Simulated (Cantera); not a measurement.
A perfectly stirred reactor is fed with 62.5 % CH4, 30.0 % H2O, 7.50 % H2, at 6.80 bar; it is held at 1523 K, and followed from long to short residence time.

Model: GRI-Mech 3.0 (53 species, 325 reactions), integrated in Cantera. GRI-Mech 3.0 stops at C3 and has no aromatics, soot or wall deposition, so with more carbon than oxygen in the feed, carbon stays in small species such as C2H2 where larger ones or solid carbon would form.

Problem. Predict: x(CH4) at τ = 3.30 s; x(H2O) at τ = 3.30 s; x(H2) at τ = 3.30 s; x(C2H6) at τ = 3.30 s; x(C2H) at τ = 3.30 s; x(CH4) at τ = 29.0 ms; x(H2O) at τ = 29.0 ms; x(H2) at τ = 29.0 ms; x(C2H6) at τ = 29.0 ms.

Solution. 
| Quantity | Result |
|---|---|
| x(CH4) at τ = 3.30 s | 0.274 |
| x(H2O) at τ = 3.30 s | 0.161 |
| x(H2) at τ = 3.30 s | 0.433 |
| x(C2H6) at τ = 3.30 s | 0.000614 |
| x(C2H) at τ = 3.30 s | 1.23e-9 |
| x(CH4) at τ = 29.0 ms | 0.482 |
| x(H2O) at τ = 29.0 ms | 0.276 |
| x(H2) at τ = 29.0 ms | 0.194 |
| x(C2H6) at τ = 29.0 ms | 0.000982 |
